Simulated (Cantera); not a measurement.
What does this Cantera script print?

```python
import numpy as np
import cantera as ct

gas = ct.Solution("gri30.yaml")
gas.TPX = 2523, 1333, {'CH4': 0.046, 'H2': 1, 'O2': 0.01, 'N2': 0.029}
reactor = ct.IdealGasConstPressureReactor(gas, energy="off", clone=False)
net = ct.ReactorNet([reactor])
net.rtol, net.atol = 1e-08, 1e-18
show = ['CH4', 'H2', 'O2', 'C2H', 'CO2', 'H2O']
times = np.geomspace(6e-06, 1, 15)

steps = ct.SolutionArray(gas, extra=["t"])
rows = []
print(f"{'t/s':>10s}{'T/K':>9s}{'P/Pa':>11s}" + "".join(f"{s:>11s}" for s in show))
for t in times:
    while net.time < t:
        t_next = net.step()
        steps.append(gas.state, t=t_next)
    rows.append([np.interp(t, steps.t, y) for y in (steps.T, steps.P, *steps(*show).X.T)])
    print(f"{t:10.3e}{rows[-1][0]:9.1f}{rows[-1][1]:11.4g}" + "".join(f"{x:11.3e}" for x in rows[-1][2:]))
rate = np.gradient(steps.T, steps.t)
print("integrator steps:", len(steps.t))
if steps.T.max() > steps.T[0] + 200:
    print(f"time of steepest temperature rise: {steps.t[rate.argmax()]:.4e} s")
gas.TPX = 2523, 1333, {'CH4': 0.046, 'H2': 1, 'O2': 0.01, 'N2': 0.029}
gas.equilibrate("TP")
print(f"equilibrium (TP): T = {gas.T:.1f} K  " + "  ".join(f"{s} {gas[s].X[0]:.3e}" for s in show))
```

It prints:

```
       t/s      T/K       P/Pa        CH4         H2         O2        C2H        CO2        H2O
 6.000e-06   2523.0       1333  4.220e-02  9.215e-01  9.207e-03  2.281e-16  1.269e-10  2.497e-06
 1.416e-05   2523.0       1333  4.194e-02  9.212e-01  9.189e-03  2.556e-14  1.962e-09  1.930e-05
 3.343e-05   2523.0       1333  4.133e-02  9.204e-01  9.121e-03  3.283e-12  3.211e-08  1.233e-04
 7.891e-05   2523.0       1333  3.977e-02  9.183e-01  8.800e-03  4.049e-10  5.324e-07  7.108e-04
 1.863e-04   2523.0       1333  3.561e-02  9.116e-01  7.158e-03  4.855e-08  7.428e-06  3.804e-03
 4.396e-04   2523.0       1333  2.556e-02  8.973e-01  2.019e-03  3.236e-06  4.157e-05  1.328e-02
 1.038e-03   2523.0       1333  1.319e-02  8.972e-01  1.368e-05  2.193e-05  2.600e-05  1.636e-02
 2.449e-03   2523.0       1333  4.499e-03  9.001e-01  1.790e-08  4.283e-05  6.686e-06  1.526e-02
 5.782e-03   2523.0       1333  1.298e-03  8.978e-01  1.974e-08  5.634e-05  9.096e-06  1.323e-02
 1.365e-02   2523.0       1333  6.224e-04  8.929e-01  1.428e-08  6.159e-05  1.294e-05  9.235e-03
 3.221e-02   2523.0       1333  2.881e-04  8.850e-01  3.201e-09  6.318e-05  8.459e-06  3.432e-03
 7.604e-02   2523.0       1333  5.125e-05  8.668e-01  1.510e-11  7.583e-05  5.229e-07  1.683e-04
 1.795e-01   2523.0       1333  4.269e-06  8.324e-01  2.184e-18  1.108e-04  1.294e-10  4.077e-08
 4.237e-01   2523.0       1333  1.726e-06  7.842e-01  1.443e-18  1.620e-04  6.952e-11  2.122e-08
 1.000e+00   2523.0       1333  1.058e-06  7.489e-01  9.626e-19  2.000e-04  4.460e-11  1.326e-08
integrator steps: 1921
equilibrium (TP): T = 2523.0 K  CH4 8.503e-07  H2 7.424e-01  O2 1.173e-19  C2H 1.206e-04  CO2 1.484e-11  H2O 4.392e-09
```

Computed with Cantera and GRI-Mech 3.0 (53 species, 325 reactions). GRI-Mech 3.0 stops at C3 and has no aromatics, soot or wall deposition, so with more carbon than oxygen in the feed, carbon stays in small species such as C2H2 where larger ones or solid carbon would form. Radical loss at walls, strong at low pressure, is not modelled.
